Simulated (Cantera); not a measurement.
A perfectly stirred reactor is fed with N2O : N2 = 1 : 0.23 (molar parts), at 2670 Pa; it is held at 1450 K, and followed from long to short residence time.

Cantera simulation using GRI-Mech 3.0 (53 species, 325 reactions); the numbers are that mechanism's predictions, not measurements. GRI-Mech 3.0 was tuned for natural gas; its chemistry of N2O as a main component is partial and can be far from experiment. Radical loss at walls, strong at low pressure, is not modelled. The temperature is held fixed by assumption; the heat of reaction is taken as removed at once.

What does this change do: pressure from 2670 Pa to 100000 Pa?


```csv
quantity,before,after
x(N2O) at τ = 9.90 s,0.0675,0.00359
x(N2) at τ = 9.90 s,0.610,0.696
x(NO) at τ = 9.90 s,0.114,0.0255
x(O2) at τ = 9.90 s,0.208,0.275
x(NO2) at τ = 9.90 s,3.69e-5,0.000183
x(N2O) at τ = 0.110 s,0.722,0.175
x(N2) at τ = 0.110 s,0.239,0.560
x(NO) at τ = 0.110 s,0.0144,0.0768
x(O2) at τ = 0.110 s,0.0252,0.188
x(NO2) at τ = 0.110 s,2.41e-6,0.000543
```

What does this change do: temperature 1450 to 1200 K?


| quantity | before | after |
|---|---|---|
| x(N2O) at τ = 9.90 s | 0.0675 | 0.662 |
| x(N2) at τ = 9.90 s | 0.610 | 0.279 |
| x(NO) at τ = 9.90 s | 0.114 | 0.0113 |
| x(O2) at τ = 9.90 s | 0.208 | 0.0481 |
| x(NO2) at τ = 9.90 s | 3.69e-5 | 3.46e-6 |
| x(N2O) at τ = 0.110 s | 0.722 | 0.811 |
| x(N2) at τ = 0.110 s | 0.239 | 0.188 |
| x(NO) at τ = 0.110 s | 0.0144 | 0.000153 |
| x(O2) at τ = 0.110 s | 0.0252 | 0.000655 |
| x(NO2) at τ = 0.110 s | 2.41e-6 | 8.63e-9 |
The mechanism lacks the step 2 NO + O2 → 2 NO2, which can matter for NO2 below about 1400 K.
